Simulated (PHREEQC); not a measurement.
Make-up at 25 °C: 0.0039 mol/kgw H2SO4, 3.3e-05 mol/kgw AlCl3 and 0.00019 mol/kgw MgCl2. It is in equilibrium with CO2 at log p = -3.4 (atm). Otherwise closed; pH follows from the charge balance.

Computed with PHREEQC (ion-association model, wateq4f.dat).

```json
[
 {"quantity": "pH", "before": "2.22", "after": "4.11"},
 {"quantity": "ionic strength (mol/kgw)", "before": "0.00982", "after": "0.000124"},
 {"quantity": "SO4-2 (mol/kgw)", "before": "0.00267", "after": "3.87e-5"},
 {"quantity": "HSO4- (mol/kgw)", "before": "0.00117", "after": "2.78e-7"},
 {"quantity": "AlSO4+ (mol/kgw)", "before": "2.33e-5", "after": "2.80e-8"},
 {"quantity": "Al+3 (mol/kgw)", "before": "8.38e-6", "after": "2.67e-7"},
 {"quantity": "SI of Gibbsite (Al(OH)3)", "before": "-6.89", "after": "-2.39"},
 {"quantity": "SI of Boehmite (AlOOH)", "before": "-7.36", "after": "-2.86"}
]
```

What was changed between the two runs?
(A) 8.6e-05 mol/kgw CO2 added
(B) temperature from 25 to 30 °C
(C) AlCl3 from 3.3e-05 to 1.65e-05 mol/kgw
(D) H2SO4 from 0.0039 to 0.00585 mol/kgw
(E) diluted 100-fold with water

E, diluted 100-fold with water

No solid was allowed to form.
